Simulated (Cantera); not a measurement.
Cantera with NASA thermochemical tables; ideal gases at 1 bar, condensed phases pure. Values are per mole of reaction as written; species without (g) are pure solids or liquids, kept so even where they would boil at 1 bar.

Al₂O(g) + CO(g) = CO₂(g) + 2 Al

| T (K) | ΔH° (kJ) | ΔS° (J/K) | ΔG° (kJ) | log10 K | condensed phases |
|---|---|---|---|---|---|
| 300 | (withheld) | (withheld) | (withheld) | (withheld) | Al(s) |
| 1823 | (withheld) | (withheld) | (withheld) | (withheld) | Al(l) |
| 1873 | -83.2 | -124.0 | 149.1 | -4.16 | Al(l) |
| 1923 | -81.9 | -123.3 | 155.3 | -4.22 | Al(l) |
| 1973 | (withheld) | (withheld) | (withheld) | (withheld) | Al(l) |
| 2023 | -79.3 | -122.0 | 167.5 | -4.33 | Al(l) |
| 2073 | -78.1 | -121.4 | 173.6 | -4.37 | Al(l) |
| 2123 | -76.8 | -120.8 | 179.7 | -4.42 | Al(l) |
| 2173 | -75.5 | -120.2 | 185.7 | -4.46 | Al(l) |
| 2223 | (withheld) | (withheld) | (withheld) | (withheld) | Al(l) |
| 2273 | -72.9 | -119.0 | 197.6 | -4.54 | Al(l) |

Q: What belongs in the gaps?

A: 
- 300, ΔH° (kJ): -137.8
- 300, ΔS° (J/K): -179.6
- 300, ΔG° (kJ): -83.9
- 300, log10 K: 14.61
- 1823, ΔH° (kJ): -84.5
- 1823, ΔS° (J/K): -124.7
- 1823, ΔG° (kJ): 142.9
- 1823, log10 K: -4.09
- 1973, ΔH° (kJ): -80.6
- 1973, ΔS° (J/K): -122.7
- 1973, ΔG° (kJ): 161.4
- 1973, log10 K: -4.27
- 2223, ΔH° (kJ): -74.2
- 2223, ΔS° (J/K): -119.6
- 2223, ΔG° (kJ): 191.7
- 2223, log10 K: -4.50
